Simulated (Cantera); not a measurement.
Input: 1 mol Si, 1.7 mol Cl2, 88 mol H2, equilibrated at 1698 K and 2.10 mbar.

These are equilibrium values from Cantera (NASA tables, ideal gas, pure condensed phases), not measurements of a reactor. Candidate condensed phases: Si; 19 gas species. The tables' values for SiCl are old estimates; treat these amounts as uncertain. Gases not in the tables: Si2H6 and higher silanes. Equilibrium is a limit: real reactors are often held back by kinetics, nucleation or transport.

Base state: H2 0.962, HCl 0.0307, SiCl2 0.00351, H 0.00310, Si 0.000313, Cl 7.67e-5, SiCl 7.36e-5, SiH 2.19e-5 (mole fractions); condensed: Si(l).

### Question
What changes in the equilibrium state with this change: Cl2 from 1.7 to 8.2 mol?

### Answer
```json
[
 {"species": "H2", "before": "0.962", "after": "0.837"},
 {"species": "HCl", "before": "0.0307", "after": "0.149"},
 {"species": "SiCl2", "before": "0.00351", "after": "0.0102"},
 {"species": "SiCl3", "before": "4.08e-6", "after": "6.21e-5"},
 {"species": "SiH2", "before": "1.34e-5", "after": "1.25e-6"},
 {"species": "SiH", "before": "2.19e-5", "after": "2.19e-6"},
 {"species": "Si(l), mol", "before": "0.646", "after": "0"}
]
```
The tables' values for SiCl3, SiCl are old estimates; treat these amounts as uncertain.

### Question
What changes in the equilibrium state with this change: temperature from 1698 K to 1125 K?

### Answer
| species | before | after |
|---|---|---|
| H2 | 0.962 | 0.966 |
| HCl | 0.0307 | 0.0316 |
| SiCl2 | 0.00351 | 0.00218 |
| H | 0.00310 | 9.53e-7 |
| Si | 0.000313 | <1e-9 |
| SiCl | 7.36e-5 | 2.52e-9 |
| SiCl4 | 9.40e-9 | 0.000243 |
| SiH | 2.19e-5 | <1e-9 |
| SiH2 | 1.34e-5 | 2.29e-9 |
| Si(l), mol | 0.646 | 0 |
| Si(s), mol | 0 | 0.751 |
The tables' values for SiCl3 are old estimates; treat these amounts as uncertain.
